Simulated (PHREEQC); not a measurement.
Make-up at 25 °C: 0.062 mol H3BO3 and 0.00011 mol NaOH per kg of water. It is in equilibrium with CO2 at log p = -2 (atm). Otherwise closed; pH follows from the charge balance.

All values are PHREEQC results (ion-association model, wateq4f.dat), not measurements.

Each row changes one thing in this solution. Precipitation was switched off in this run.

```tsv
case	pH	ionic strength (mol/kgw)	CO2 (mol/kgw)	HCO3- (mol/kgw)	NaHCO3 (mol/kgw)	CO3-2 (mol/kgw)	SI of Nahcolite (NaHCO3)	SI of Natron (Na2CO3:10H2O)
as made	5.77	0.000112	0.000340	9.04e-5	5.46e-9	2.59e-9	-7.47	-15.23
NaOH from 0.00011 to 2.2e-05 mol/kgw	5.18	2.86e-5	0.000340	2.32e-5	2.83e-10	1.68e-10	-8.75	-17.80
H3BO3 left out	5.86	0.000111	0.000340	0.000111	6.72e-9	3.94e-9	-7.37	-15.04
temperature from 25 to 80 °C	5.89	0.000111	0.000126	4.56e-5	2.74e-9	2.76e-9	-8.19	-17.00
temperature from 25 to 55 °C	5.86	0.000111	0.000178	6.80e-5	4.10e-9	3.59e-9	-7.84	-16.14
H3BO3 from 0.062 to 0.31 mol/kgw	5.53	0.000113	0.000340	5.17e-5	3.12e-9	8.54e-10	-7.71	-15.73
```

Species that the database lacks are ignored. At this temperature some constants are extrapolated from 25 °C, and those without enthalpy data are left unchanged.
